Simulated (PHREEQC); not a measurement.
0.1 mol of Clpyromorphite (Pb5(PO4)3Cl) is brought to equilibrium with 1 kg of water holding 0.003 mol NaCl, at 25 °C, the pH being set by adding NaOH or HCl. Oxygen alone is held at its pressure in air (log pO2 = -0.68). The system is closed to CO2. The run lets Clpyromorphite, Litharge, Cotunnite, Laurionite, Hxypyromorphite precipitate or redissolve, and no other solid.

All values are PHREEQC results (ion-association model, wateq4f.dat), not measurements.

| pH | dissolved Pb (mol/kgw) | dissolved P (mol/kgw) | dissolved Cl (mol/kgw) | Pb+2 (mol/kgw) | H3PO4 (mol/kgw) | H2PO4- (mol/kgw) |
|---|---|---|---|---|---|---|
| 2 | 9.28e-5 | 5.57e-5 | 0.0143 | 6.85e-5 | 3.16e-5 | 2.41e-5 |
| 2.8 | 1.65e-5 | 9.87e-6 | 0.00472 | 1.44e-5 | 1.76e-6 | 8.11e-6 |
| 3.6 | 3.85e-6 | 2.31e-6 | 0.00327 | 3.49e-6 | [?] | 2.23e-6 |
| 4.8 | 4.80e-7 | 2.88e-7 | 0.00302 | 4.38e-7 | [?] | [?] |
| 5.6 | 1.22e-7 | 7.31e-8 | 0.00300 | [?] | 2.47e-11 | 7.10e-8 |
| 6.4 | 3.29e-8 | 1.98e-8 | 0.00300 | 2.90e-8 | 9.19e-13 | [?] |
| 7.2 | 1.16e-8 | 6.96e-9 | 0.00300 | 8.56e-9 | 2.79e-14 | 3.19e-9 |
| 8.4 | 8.06e-9 | 4.84e-9 | 0.00300 | 1.45e-9 | 0 | 2.45e-10 |
| 9.2 | 1.41e-8 | 8.46e-9 | 0.00300 | [?] | 0 | 7.10e-11 |
| 10 | 4.57e-8 | 2.74e-8 | 0.00300 | 5.50e-11 | 0 | 3.65e-11 |

Q: What belongs in the gaps?

A: 
- 3.6, H3PO4 (mol/kgw): 7.76e-8
- 4.8, H3PO4 (mol/kgw): 6.28e-10
- 4.8, H2PO4- (mol/kgw): 2.86e-7
- 5.6, Pb+2 (mol/kgw): 1.11e-7
- 6.4, H2PO4- (mol/kgw): 1.66e-8
- 9.2, Pb+2 (mol/kgw): 3.35e-10

H3PO4, which wateq4f.dat lacks, is added to it with the constant of phreeqc.dat. The database has no phosphate complexes of Pb.
